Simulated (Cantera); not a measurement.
Equilibrium for carbothermic reduction: Ta2O5 + CH4 + CO

Charge: 1 mol Ta2O5, 1.5 mol CH4, a varied amount of CO, held at 0.00560 bar.

Method: chemical equilibrium by Gibbs-energy minimisation in Cantera with the NASA 1993 tables (ideal gas, pure condensed phases). Candidate condensed phases: C, C6H6, C7H8, C8H18, H2O, Ta, TaC, Ta2O5; 113 gas species. Mutual solubility and eutectic melting of coexisting phases are not modelled. TaC: taken at fixed stoichiometry. Condensed phases not in the tables: Ta2C, N, O or C dissolved in the metal. Rates play no part.

Stable condensed phases:

```
T in K \ n(CO) in mol
          0.1 0.14  0.2 0.27 0.38 0.52 0.72    1  1.4  1.9  2.6
   1973     A    A    A    A    A    A    A    B    C    C    C
   1873     C    C    C    C    C    C    C    C    C    C    C
   1773     C    C    C    C    C    C    C    C    C    C    C
   1673     C    C    C    C    C    C    C    C    C    C    C
   1573     C    C    C    C    C    C    C    C    C    C    C
   1473     C    C    C    C    C    C    C    C    C    C    C
   1373     C    C    C    C    C    C    C    C    C    C    C
   1273     C    C    C    C    C    C    C    C    C    C    C
   1173     C    C    C    C    C    C    C    C    C    C    C
   1073     C    C    C    C    C    C    C    C    C    C    D
    973     D    E    E    E    E    E    E    E    E    E    E
    873     E    E    E    E    E    E    E    E    E    E    E
```

A: Ta + Ta2O5; B: Ta + TaC + Ta2O5; C: TaC + Ta2O5; D: C + TaC + Ta2O5; E: C + Ta2O5.
